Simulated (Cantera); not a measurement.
**Diamond growth**

A diamond (100) surface in a fixed gas of H2 with x(CH4) = 0.011, x(H) = 0.0059, x(CH3) = 0.00098, at 1175 K; coverages are run to steady state.

Cantera simulation using the Harris–Goodwin 1993 mechanism for the reconstructed diamond (100) surface; the numbers are that mechanism's predictions, not measurements.

```tsv
P (Pa)	growth (µm/h)	θ c6HH	θ c6H*	θ c6*H	θ c6**	θ c6HM
1400	2.88	0.453	0.0352	0.473	0.0251	0.00746
2100	5.49	0.451	0.0350	0.471	0.0250	0.0103
3000	9.63	0.449	0.0349	0.469	0.0248	0.0133
4300	16.8	0.446	0.0347	0.466	0.0247	0.0168
6300	29.5	0.443	0.0344	0.462	0.0245	0.0208
9000	48.8	0.441	0.0343	0.459	0.0244	0.0245
13000	79.9	0.438	0.0341	0.456	0.0242	0.0281
19000	129	0.436	0.0340	0.454	0.0241	0.0315
```
θ: site fractions in the mechanism's names (c6HH fully hydrogenated, c6H* and c6*H radical sites, c6** diradical, c6HM methylated).
